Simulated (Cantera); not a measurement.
Feed: 1 mol Cu, 0.2 mol CO, held at 1673 K and 660 Torr.

These are equilibrium values from Cantera (NASA tables, ideal gas, pure condensed phases), not measurements of a reactor. Candidate condensed phases: C, Cu, CuO, Cu2O; 15 gas species. Kinetics and transport are ignored.

Base state: CO 1.000, CO2 0.000150, Cu 0.000126 (mole fractions); condensed: C(graphite) + Cu(l).

**Question.** What changes in the equilibrium state with this change: temperature from 1673 K to 923 K?

**Answer.** 
```tsv
species	before	after
CO2	0.000150	0.553
CO	1.000	0.447
Cu	0.000126	<1e-9
C(graphite), mol	2.99e-5	0.0713
Cu(l), mol	1.000	0
Cu(s), mol	0	1.00
```
